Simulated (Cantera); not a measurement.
**Hydrocarbon pyrolysis for carbon deposition**

An isothermal, constant-pressure homogeneous reactor starts with C₃H₈ : H₂ = 1 : 8.1 (molar parts), at 1275 K and 43000 Pa.

Model: GRI-Mech 3.0 (53 species, 325 reactions), integrated in Cantera. GRI-Mech 3.0 was tuned for natural gas; its chemistry of propane as a main component is partial and can be far from experiment. GRI-Mech 3.0 stops at C3 and has no aromatics, soot or wall deposition, so with more carbon than oxygen in the feed, carbon stays in small species such as C2H2 where larger ones or solid carbon would form.

```json
[
 {"t (s)": "4.00e-6", "x C₃H₈": "0.110", "x H₂": "0.890", "x C₂H": "<1e-12", "x CH₄": "5.64e-6", "x H": "1.44e-6"},
 {"t (s)": "1.63e-5", "x C₃H₈": "0.110", "x H₂": "0.890", "x C₂H": "<1e-12", "x CH₄": "0.000121", "x H": "6.05e-6"},
 {"t (s)": "6.63e-5", "x C₃H₈": "0.107", "x H₂": "0.888", "x C₂H": "<1e-12", "x CH₄": "0.00214", "x H": "2.00e-5"},
 {"t (s)": "0.000270", "x C₃H₈": "0.0898", "x H₂": "0.874", "x C₂H": "<1e-12", "x CH₄": "0.0168", "x H": "2.82e-5"},
 {"t (s)": "0.00110", "x C₃H₈": "0.0412", "x H₂": "0.836", "x C₂H": "6.20e-12", "x CH₄": "0.0588", "x H": "3.12e-5"},
 {"t (s)": "0.00447", "x C₃H₈": "0.00296", "x H₂": "0.805", "x C₂H": "2.80e-11", "x CH₄": "0.0948", "x H": "1.88e-5"},
 {"t (s)": "0.0182", "x C₃H₈": "4.80e-5", "x H₂": "0.803", "x C₂H": "2.51e-11", "x CH₄": "0.0991", "x H": "7.12e-6"},
 {"t (s)": "0.0741", "x C₃H₈": "5.16e-6", "x H₂": "0.802", "x C₂H": "4.81e-11", "x CH₄": "0.102", "x H": "6.20e-6"},
 {"t (s)": "0.302", "x C₃H₈": "3.43e-6", "x H₂": "0.800", "x C₂H": "7.63e-11", "x CH₄": "0.110", "x H": "5.25e-6"},
 {"t (s)": "1.23", "x C₃H₈": "2.58e-6", "x H₂": "0.788", "x C₂H": "6.66e-11", "x CH₄": "0.131", "x H": "4.18e-6"},
 {"t (s)": "5.00", "x C₃H₈": "1.84e-6", "x H₂": "0.761", "x C₂H": "3.72e-11", "x CH₄": "0.177", "x H": "2.89e-6"}
]
```
x: mole fraction; the columns are a selection and need not sum to one.

Equilibrium at this temperature and pressure: C₃H₈ 2.23e-7, H₂ 0.691, C₂H 3.20e-12, CH₄ 0.294, H 9.41e-7 (gas phase only).
